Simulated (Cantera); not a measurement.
# CaCO₃ + C + H₂ (calcination and drying)

A closed system holds: 1 mol CaCO₃, 0.2 mol C, 2.6 mol H₂, equilibrated at 1823.15 K and 52.0 mbar.

These are equilibrium values from Cantera (NASA tables, ideal gas, pure condensed phases), not measurements of a reactor. Candidate condensed phases: C, C₆H₆, C₇H₈, C₈H₁₈, Ca, CaCO₃, CaO, Ca(OH)₂, H₂O; 115 gas species. Kinetics and transport are ignored.

```json
{
  "x(H₂)": "0.500",
  "x(CO)": "0.289",
  "x(H₂O)": "0.183",
  "x(CO₂)": "0.0271",
  "x(H)": "0.00134",
  "x(OH)": "3.43e-5",
  "x(Ca(OH)₂)": "4.11e-6",
  "x(CaOH)": "1.10e-6",
  "n(CaO(s))": "1.000 mol",
  "gas_amount": "3.803 mol",
  "log10 activity of C(graphite) (absent)": "-4.98",
  "log10 activity of Ca(l) (absent)": "-7.99"
}
```
